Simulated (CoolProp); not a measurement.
CHF3 (R23) along the isobar 55.5 bar: Z from the reference equation and from simpler models built on Tc = 299.3 K, pc = 48.32 bar, ω = 0.263; each cubic takes its own stable root.

Model: reference Helmholtz-energy equation of state, Penoncello 2003, in CoolProp.

| T (K) | phase | reference | van der Waals | Soave-Redlich-Kwong | Peng-Robinson |
|---|---|---|---|---|---|
| 254.2 | liquid | 0.1540 | 0.2613 | 0.1833 | 0.1621 |
| 278.8 | liquid | 0.1609 | 0.2684 | 0.1982 | 0.1761 |
| 303.3 | supercritical | 0.2284 | 0.3200 | 0.3000 | 0.2763 |
| 327.8 | supercritical | 0.6292 | 0.6131 | 0.6573 | 0.6271 |
| 352.4 | supercritical | 0.7433 | 0.7176 | 0.7683 | 0.7393 |
| 376.9 | supercritical | 0.8109 | 0.7793 | 0.8348 | 0.8075 |
| 401.4 | supercritical | 0.8569 | 0.8220 | 0.8802 | 0.8547 |
| 425.9 | supercritical | 0.8903 | 0.8537 | 0.9130 | 0.8892 |
| 450.5 | supercritical | 0.9156 | 0.8783 | 0.9377 | 0.9154 |
| 475 | supercritical | 0.9350 | 0.8978 | 0.9565 | 0.9356 |
